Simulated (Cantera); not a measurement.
Charge: 1 mol Cu₂O, 1.5 mol CO, 3 mol N₂, at 2227 °C and 0.100 bar.

Equilibrium computed with Cantera from the NASA thermochemical tables; the gas is ideal and each condensed phase is pure. Candidate condensed phases: C, Cu, CuO, Cu₂O; 27 gas species. The numbers say what is thermodynamically allowed, not how fast it happens.

Problem. What is the equilibrium state?

Solution. 
```
Property                                   Result
--------------------------------------  ---------
x(N₂)                                       0.450
x(Cu)                                       0.299
x(CO)                                       0.113
x(CO₂)                                      0.113
x(O₂)                                      0.0136
x(O)                                      0.00534
x(NO)                                     0.00442
x(Cu₂)                                   0.000803
x(CuO)                                   0.000794
gas amount                              6.635 mol
log10 activity of Cu(l) (absent)            -0.76
log10 activity of C(graphite) (absent)      -7.35
```
